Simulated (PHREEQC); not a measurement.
# Alkaline etch or developer: speciation

Solution (25 °C): 7.4 mmol/kgw NH3, 11 mmol/kgw NaAlO2 and 0.49 mmol/kgw K2CO3. Closed to the air; pH follows from the charge balance.

Model: ion-association model, phreeqc.dat, run in PHREEQC.

Each row changes one thing in this solution. This is a speciation only: nothing precipitates in the calculation.

| case | pH | ionic strength (mol/kgw) | Al(OH)3 (mol/kgw) | SI of Al(OH)3(a) (Al(OH)3) |
|---|---|---|---|---|
| as made | 10.61 | 0.0126 | 1.27e-7 | -0.75 |
| NH3 left out | 10.27 | 0.0122 | 2.83e-7 | -0.41 |
| NH3 from 0.0074 to 0.074 mol/kgw | (withheld) | 0.0136 | 4.51e-8 | -1.20 |
| 0.0075 mol/kgw CO2 added | (withheld) | (withheld) | 3.74e-5 | +1.72 |
| NH3 from 0.0074 to 0.00814 mol/kgw | (withheld) | 0.0126 | (withheld) | -0.77 |
| K2CO3 left out | 10.54 | 0.0114 | 1.49e-7 | -0.68 |
| diluted 2-fold with water | 10.46 | 0.00636 | 9.31e-8 | -0.89 |

Task: What belongs in the gaps?

Result: 
- NH3 from 0.0074 to 0.074 mol/kgw, pH: 11.06
- 0.0075 mol/kgw CO2 added, pH: 8.13
- 0.0075 mol/kgw CO2 added, ionic strength (mol/kgw): 0.0190
- NH3 from 0.0074 to 0.00814 mol/kgw, pH: 10.63
- NH3 from 0.0074 to 0.00814 mol/kgw, Al(OH)3 (mol/kgw): 1.22e-7

Complexes and solids missing from the database can't appear. Some of these states are supersaturated (in Gibbsite (slow to form), Al(OH)3(a), for instance).
